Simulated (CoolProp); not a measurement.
Saturation properties of decamethylcyclopentasiloxane (D5).

Values from CoolProp's reference Helmholtz-energy equation of state, Thol 2019.

```
T (K)  p (bar)  vapour density (kg/m³)  enthalpy of vaporisation (kJ/kg)  liquid cp (kJ/(kg K))
-----  -------  ----------------------  --------------------------------  ---------------------
404.5  0.09469                   1.061                             136.9                  1.856
418.6   0.1578                   1.721                             132.2                  1.880
432.6   0.2504                   2.669                             127.6                  1.904
446.6   0.3823                   3.997                             123.0                  1.929
460.6   0.5639                   5.807                             118.2                  1.954
474.6   0.8069                   8.221                             113.4                  1.981
488.7    1.127                   11.41                             108.3                  2.008
502.7    1.533                   15.53                             103.1                  2.038
```

It boils at 484.1 K under 1 atm.
